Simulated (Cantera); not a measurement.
An isothermal, constant-pressure homogeneous reactor starts with NH3 : H2 = 1 : 0.17 (molar parts), at 1798 K and 1300 Pa. Integrator tolerance rtol = 1e-08.

Computed with Cantera and the gas-phase N/H chemistry of the illustrative SiF4/NH3 mechanism in the Surface Chemkin manual (1991). Walls and surfaces, which speed up NH3 decomposition in real reactors, are not modelled.

Question: What does this change do: temperature 1798 to 1748 K?

Answer: 
```tsv
quantity	before	after
x(NH3) at 30.0 s	0.0788 (gas-phase equilibrium 1.22e-7)	0.185 (gas-phase equilibrium 1.36e-7)
x(H2) at 30.0 s	0.712 (gas-phase equilibrium 0.767)	0.634 (gas-phase equilibrium 0.768)
x(NH2) at 30.0 s	0.000109 (gas-phase equilibrium 1.16e-9)	0.000152 (gas-phase equilibrium 8.14e-10)
x(N) at 30.0 s	2.89e-7 (gas-phase equilibrium 1.48e-10)	1.93e-7 (gas-phase equilibrium 5.91e-11)
x(N2H2) at 30.0 s	2.18e-7 (gas-phase equilibrium <1e-12)	5.17e-7 (gas-phase equilibrium <1e-12)
```

Question: What does this change do: temperature 1798 to 1850 K?

Answer: 
```
quantity                                             before                                     after
-----------------  ----------------------------------------  ----------------------------------------
x(NH3) at 30.0 s     0.0788 (gas-phase equilibrium 1.22e-7)    0.0223 (gas-phase equilibrium 1.09e-7)
x(H2) at 30.0 s         0.712 (gas-phase equilibrium 0.767)       0.753 (gas-phase equilibrium 0.766)
x(NH2) at 30.0 s   0.000109 (gas-phase equilibrium 1.16e-9)   5.93e-5 (gas-phase equilibrium 1.63e-9)
x(N) at 30.0 s     2.89e-7 (gas-phase equilibrium 1.48e-10)  4.16e-7 (gas-phase equilibrium 3.64e-10)
x(N2H2) at 30.0 s    2.18e-7 (gas-phase equilibrium <1e-12)    6.01e-8 (gas-phase equilibrium <1e-12)
```
